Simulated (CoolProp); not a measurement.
Vapour-liquid equilibrium of isohexane (1) + benzene (2) at 19 kPa; x and y are mole fractions of (1).

Computed with CoolProp (multi-fluid Helmholtz-energy mixture model, Lemmon 2006 and Thol 2012; pair parameters Bell 2016).

Q: Give the bubble temperature and the first vapour's composition at x = 0.05, 0.5, 0.95. Is there an azeotrope?

A: x = 0.05: 303.8 K, y = 0.179; x = 0.5: 293.0 K, y = 0.677; x = 0.95: 289.2 K, y = 0.964. No azeotrope shows between x = 0.05 and 0.95.

The pair parameters rest on a limited set of measurements; away from them the model extrapolates.
